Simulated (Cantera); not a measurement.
Charge: 1 mol Si, 1.4 mol NF3, 0.51 mol N2, equilibrated at 100000 Pa.

Equilibrium computed with Cantera from the NASA thermochemical tables; the gas is ideal and each condensed phase is pure. Candidate condensed phases: Si, Si3N4; 16 gas species. The numbers say what is thermodynamically allowed, not how fast it happens.

At 627 °C, list the 4 most abundant gas species with their mole fractions, and the condensed phases.

N2 0.523, SiF4 0.435, F2 0.0287, NF3 0.00807. Condensed: gas only.
